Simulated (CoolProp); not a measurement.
A simple Rankine cycle with n-hexane: condensing at 307.15 K, boiler at 1.67 MPa, turbine inlet 508.1 K, turbine efficiency 0.75, pump efficiency 0.6, no recuperator. Each further row changes one setting.

Model: reference Helmholtz-energy equation of state, Thol 2019, in CoolProp.

| case | thermal efficiency (%) | net work (kJ/kg) | heat in (kJ/kg) | turbine exit temperature (K) | volume ratio over the turbine |
|---|---|---|---|---|---|
| as stated | 16.3 | 122 | 750 | 440.1 | 63.2 |
| turbine inlet 528.1 K | 16.0 | 129 | 807 | 461.4 | 60.9 |
| condensing temperature 299.15 K | 17.2 | 132 | 768 | 435.6 | 87.4 |
| boiler pressure 1.17 MPa | 15.2 | 116 | 765 | 449.3 | 41.1 |
| turbine efficiency 0.65 | 14.0 | 105 | 750 | 447.3 | 64.2 |
